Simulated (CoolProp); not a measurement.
Vapour-liquid equilibrium of ethanol (1) + dimethyl carbonate (2) at 0.348 MPa; x and y are mole fractions of (1).

Computed with CoolProp (multi-fluid Helmholtz-energy mixture model, Schroeder 2014 and Zhou 2011; pair parameters Bell 2016).

Question: Give the bubble temperature and the first vapour's composition at x = 0.05, 0.35, 0.8. Is there an azeotrope?

Answer: x = 0.05: 402.1 K, y = 0.159; x = 0.35: 388.2 K, y = 0.548; x = 0.8: 384.6 K, y = 0.790. y crosses x between x = 0.65 and 0.8: the model has an azeotrope there.

Pair parameters are fitted to limited data, so mixtures are less certain than the pure fluids.
